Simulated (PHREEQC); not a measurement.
Solution (25 °C): 0.0015 mol ZnSO4, 3.2e-05 mol NiCl2, 6.6e-05 mol HCl and 0.0013 mol Na2SO4 per kg of water. Closed to the air; pH follows from the charge balance.

Equilibrium calculation in PHREEQC: ion-association model, wateq4f.dat.

Each row changes one thing in this solution. No solid was allowed to form.

```csv
case,pH,ionic strength (mol/kgw),SO4-2 (mol/kgw),Zn+2 (mol/kgw),ZnSO4 (mol/kgw),Ni+2 (mol/kgw),SI of Goslarite (ZnSO4:7H2O),SI of Morenosite (NiSO4:7H2O)
as made,4.28,0.00869,0.00243,0.00118,0.000316,2.62e-5,-3.91,-5.17
ZnSO4 from 0.0015 to 0.003 mol/kgw,4.31,0.0129,0.00347,0.00223,0.000745,[?],-3.54,-5.10
diluted 10-fold with water,5.20,0.000977,0.000273,0.000143,6.92e-6,3.08e-6,[?],-6.84
temperature from 25 to 5 °C,4.26,0.00882,0.00247,0.00121,0.000285,2.69e-5,-3.71,-4.99
3.1e-05 mol/kgw Na2B4O7 added,5.47,[?],[?],0.00118,0.000317,2.62e-5,-3.91,-5.17
ZnSO4 from 0.0015 to 0.0075 mol/kgw,4.36,0.0241,0.00617,0.00506,0.00232,2.34e-5,-3.04,-4.99
temperature from 25 to 50 °C,4.33,0.00853,0.00239,0.00114,[?],2.55e-5,-4.13,-5.37
```

Q: Fill in the missing entries.

A: 
- ZnSO4 from 0.0015 to 0.003 mol/kgw, Ni+2 (mol/kgw): 2.52e-5
- diluted 10-fold with water, SI of Goslarite (ZnSO4:7H2O): -5.57
- 3.1e-05 mol/kgw Na2B4O7 added, ionic strength (mol/kgw): 0.00870
- 3.1e-05 mol/kgw Na2B4O7 added, SO4-2 (mol/kgw): 0.00244
- temperature from 25 to 50 °C, ZnSO4 (mol/kgw): 0.000351

Species that the database lacks are ignored. Away from 25 °C the constants follow the database's enthalpies or fits; those with neither stay at their 25 °C values.
